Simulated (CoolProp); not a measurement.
Vapour pressure (MPa) of dimethyl carbonate: the reference equation beside estimates from Tc = 283.9 °C, pc = 4.909 MPa, ω = 0.346.

The numbers come from the reference Helmholtz-energy equation of state, Zhou 2011 in CoolProp.

| T (°C) | reference | Lee-Kesler | van der Waals |
|---|---|---|---|
| 97.85 | 0.1289 | 0.1273 | 0.7599 |
| 102.55 | 0.1483 | 0.1470 | 0.8121 |
| 107.15 | 0.1695 | 0.1685 | 0.8654 |
| 111.75 | 0.1929 | 0.1924 | 0.9210 |
| 116.45 | 0.2194 | 0.2195 | 0.9801 |
| 121.05 | 0.2481 | 0.2487 | 1.040 |
| 125.65 | 0.2795 | 0.2809 | 1.103 |
| 130.35 | 0.3147 | 0.3170 | 1.169 |
| 134.95 | 0.3523 | 0.3557 | 1.237 |
| 139.55 | 0.3934 | 0.3979 | 1.307 |
| 144.25 | 0.4390 | 0.4448 | 1.381 |

Absolute difference from the reference over all 11 rows, mean and median: Lee-Kesler 0.7 and 0.7 %, van der Waals 332.3 and 319.2 %.
